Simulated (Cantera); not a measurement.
Feed: 1 mol PbO, 1.2 mol O2, 0.43 mol H2, equilibrated at 13300 Pa.

Equilibrium computed with Cantera from the NASA thermochemical tables; the gas is ideal and each condensed phase is pure. Candidate condensed phases: H2O, Pb, PbO, PbO2, Pb3O4; 12 gas species. Gases not in the tables: (PbO)n polymers. The numbers say what is thermodynamically allowed, not how fast it happens.

Problem. Which condensed phases are stable at each of these points (T (K)): 1025, 1075, 1125, 1175, 1225, 1275, 1325?

Solution. 
```
T (K)  condensed phases  Pb condensed (%)
-----  ----------------  ----------------
1025        PbO(yellow)             100.0
1075        PbO(yellow)             100.0
1125        PbO(yellow)             100.0
1175             PbO(l)             100.0
1225             PbO(l)              99.9
1275             PbO(l)              99.7
1325             PbO(l)              99.3
```

From 1025 K to 1125 K the condensed part is PbO(yellow). From 1175 K to 1325 K the condensed part is PbO(l).
